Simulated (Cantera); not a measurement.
A freely propagating, adiabatic, planar premixed flame of CH4 : O2 : N2 = 1 : 1.67 : 6.27 (molar parts), equivalence ratio 1.2, unburnt at 650 K and 0.900 bar; mixture-averaged transport, grid criteria slope 0.08 and curve 0.16, no radiation.

Detailed kinetics in Cantera: GRI-Mech 3.0 (53 species, 325 reactions). Burning velocities carry a grid error of a few per cent, more on coarse grids.

Problem. Predict: laminar burning velocity; thermal thickness; peak x(C2H); peak x(O); peak x(CH2O).

Solution. 
```json
{
 "laminar_burning_velocity": "146 cm/s",
 "thermal_thickness": "0.351 mm",
 "peak x(C2H)": "1.74e-6",
 "peak x(O)": "0.00269",
 "peak x(CH2O)": "0.00126"
}
```
